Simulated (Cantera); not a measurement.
A closed system holds: 1 mol SiHCl3, 0.017 mol Cl2, 47 mol H2, at 1450 °C and 10000 Pa.

Cantera equilibrium calculation (NASA polynomials, part measured and part estimated; ideal gas, pure solids and liquids). Candidate condensed phases: Si; 19 gas species. The tables' values for SiCl3, SiCl are old estimates; treat these amounts as uncertain. Gases not in the tables: Si2H6 and higher silanes. Rates play no part.

Base state: H2 0.945, HCl 0.0460, SiCl2 0.00775, H 0.000561, SiCl3 8.35e-5, Cl 2.12e-5, SiCl 2.05e-5, SiH2 1.61e-5 (mole fractions); condensed: Si(l).

Problem. What changes in the equilibrium state with this change: temperature from 1450 °C to 852 °C?

Solution. 
```
species      before    after
----------  -------  -------
H2            0.945    0.963
HCl          0.0460   0.0258
SiCl4       1.69e-6  0.00519
SiCl2       0.00775  0.00146
SiCl        2.05e-5    <1e-9
SiH2        1.61e-5  2.28e-9
Cl          2.12e-5  3.28e-9
Si(l), mol    0.612        0
Si(s), mol        0    0.462
```
The tables' values for SiCl3 are old estimates; treat these amounts as uncertain.
